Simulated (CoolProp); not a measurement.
n-octane at several states: fugacity coefficient from the reference equation and from simpler models built on Tc = 568.7 K, pc = 2.484 MPa, ω = 0.398; each cubic takes its own stable root.

Values from CoolProp's reference Helmholtz-energy equation of state, Beckmüller 2019.

| T (K) | p (MPa) | phase | reference |
|---|---|---|---|
| 613.4 | 4.39 | supercritical | 0.5665 |
| 237.3 | 0.108 | liquid | 0.0001890 |
| 440.6 | 1.72 | liquid | 0.1605 |
| 578.9 | 2.5 | supercritical | 0.6743 |
| 436.5 | 0.973 | liquid | 0.2506 |
| 297.7 | 6.62 | liquid | 0.0004251 |

**Question.** How far does each simpler model (van der Waals, Redlich-Kwong, Soave-Redlich-Kwong, Peng-Robinson) lie from the reference over these 6 states: mean and median of the absolute difference, and the worst?

**Answer.** 
- van der Waals: mean 15939.8 %, median 167.7 %, worst +88630.2 % at 237.3 K and 0.108 MPa
- Redlich-Kwong: mean 346.6 %, median 66.0 %, worst +1427.5 % at 237.3 K and 0.108 MPa
- Soave-Redlich-Kwong: mean 3.1 %, median 3.2 %, worst +4.9 % at 297.7 K and 6.62 MPa
- Peng-Robinson: mean 5.7 %, median 1.1 %, worst +22.7 % at 237.3 K and 0.108 MPa
